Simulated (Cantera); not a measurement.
# Reactions in the system C-H-Ta

Standard-state values (1 bar) from the NASA 1993 polynomials, evaluated with Cantera. Values are per mole of reaction as written; species without (g) are pure solids or liquids, kept so even where they would boil at 1 bar. TaC: taken at fixed stoichiometry.

4 TaC + C2H6(g) ⇌ 3 C2H2(g) + 4 Ta

| T (K) | ΔH° (kJ) | ΔS° (J/K) | ΔG° (kJ) | log10 K |
|---|---|---|---|---|
| 300 | 1344.9 | 370.1 | 1233.9 | -214.83 |
| 1000 | 1349.1 | 382.8 | 966.3 | -50.47 |
| 1100 | 1347.8 | 381.6 | 928.1 | -44.07 |
| 1200 | 1346.3 | 380.3 | 890.0 | -38.74 |
| 1300 | 1344.7 | 379.0 | 852.0 | -34.24 |
| 1400 | 1342.8 | 377.6 | 814.2 | -30.38 |
| 1500 | 1340.8 | 376.2 | 776.5 | -27.04 |
